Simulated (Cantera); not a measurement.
An adiabatic, constant-pressure homogeneous reactor starts with C3H8 : O2 : N2 = 1 : 8.2 : 42.6 (molar parts), equivalence ratio 0.61, at 1550 K and 5.00 bar.

Detailed kinetics in Cantera: GRI-Mech 3.0 (53 species, 325 reactions). GRI-Mech 3.0 was tuned for natural gas; its chemistry of propane as a main component is partial and can be far from experiment.

One state of this run: T (K) = 1567; x C3H8 = 0.00871; x O2 = 0.150; x C2H4 = 0.00972; x C2H = 5.61e-9; x CO2 = 0.000172. x: mole fraction; the columns are a selection and need not sum to one.

**Question.** Which value of t (s) does it belong to?
A. 0.00289
B. 5.88e-6
C. 8.38e-5
D. 1.43e-5

**Answer.** D, 1.43e-5
